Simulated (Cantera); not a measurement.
An adiabatic, constant-pressure homogeneous reactor starts with H2 : O2 : N2 = 1 : 0.746 : 2.81 (molar parts), at 1050 K and 27.6 atm.

Model: the H2/O2 subset of GRI-Mech 3.0, which has no nitrogen chemistry, integrated in Cantera. The hydrogen kinetics of GRI-Mech 3.0 are dated; newer H2 mechanisms differ, most at raised pressure. The pressure lies above the range GRI-Mech 3.0 was tuned for (to about 10 atm).

x: mole fraction; the columns are a selection and need not sum to one.

```json
[
 {"t (s)": "4.00e-6", "T (K)": "1050", "x H2": "0.219", "x O2": "0.164", "x H2O2": "3.80e-10", "x O": "7.12e-12", "x OH": "2.62e-12", "x HO2": "(withheld)"},
 {"t (s)": "1.24e-5", "T (K)": "1050", "x H2": "0.219", "x O2": "0.164", "x H2O2": "3.66e-9", "x O": "8.20e-12", "x OH": "3.26e-12", "x HO2": "(withheld)"},
 {"t (s)": "3.86e-5", "T (K)": "1050", "x H2": "0.219", "x O2": "0.164", "x H2O2": "3.48e-8", "x O": "1.21e-11", "x OH": "7.06e-12", "x HO2": "(withheld)"},
 {"t (s)": "0.000120", "T (K)": "1050", "x H2": "0.219", "x O2": "0.164", "x H2O2": "3.38e-7", "x O": "3.06e-11", "x OH": "3.69e-11", "x HO2": "(withheld)"},
 {"t (s)": "0.000372", "T (K)": "1050", "x H2": "0.219", "x O2": "0.164", "x H2O2": "4.84e-6", "x O": "2.12e-10", "x OH": "4.49e-10", "x HO2": "(withheld)"},
 {"t (s)": "0.00116", "T (K)": "1054", "x H2": "0.219", "x O2": "0.163", "x H2O2": "0.000142", "x O": "3.94e-9", "x OH": "1.33e-8", "x HO2": "(withheld)"},
 {"t (s)": "0.00359", "T (K)": "2565", "x H2": "0.00152", "x O2": "0.0586", "x H2O2": "2.48e-6", "x O": "0.000910", "x OH": "0.00863", "x HO2": "2.30e-5"},
 {"t (s)": "0.0111", "T (K)": "2565", "x H2": "0.00152", "x O2": "0.0586", "x H2O2": "2.48e-6", "x O": "0.000910", "x OH": "0.00863", "x HO2": "2.30e-5"},
 {"t (s)": "0.0346", "T (K)": "2565", "x H2": "0.00152", "x O2": "0.0586", "x H2O2": "2.48e-6", "x O": "0.000910", "x OH": "0.00863", "x HO2": "2.30e-5"},
 {"t (s)": "0.107", "T (K)": "2565", "x H2": "0.00152", "x O2": "0.0586", "x H2O2": "2.48e-6", "x O": "0.000910", "x OH": "0.00863", "x HO2": "2.30e-5"},
 {"t (s)": "0.334", "T (K)": "2565", "x H2": "0.00152", "x O2": "0.0586", "x H2O2": "2.48e-6", "x O": "0.000910", "x OH": "0.00863", "x HO2": "2.30e-5"},
 {"t (s)": "1.04", "T (K)": "2565", "x H2": "0.00152", "x O2": "0.0586", "x H2O2": "2.48e-6", "x O": "0.000910", "x OH": "0.00863", "x HO2": "2.30e-5"},
 {"t (s)": "3.22", "T (K)": "2565", "x H2": "0.00152", "x O2": "0.0586", "x H2O2": "2.48e-6", "x O": "0.000910", "x OH": "0.00863", "x HO2": "2.30e-5"},
 {"t (s)": "10.0", "T (K)": "2565", "x H2": "0.00152", "x O2": "0.0586", "x H2O2": "2.48e-6", "x O": "0.000910", "x OH": "0.00863", "x HO2": "2.30e-5"}
]
```

Some entries are withheld; supply them.


- 4.00e-6, x HO2: 2.26e-8
- 1.24e-5, x HO2: 7.05e-8
- 3.86e-5, x HO2: 2.25e-7
- 0.000120, x HO2: 8.09e-7
- 0.000372, x HO2: 5.08e-6
- 0.00116, x HO2: 3.58e-5
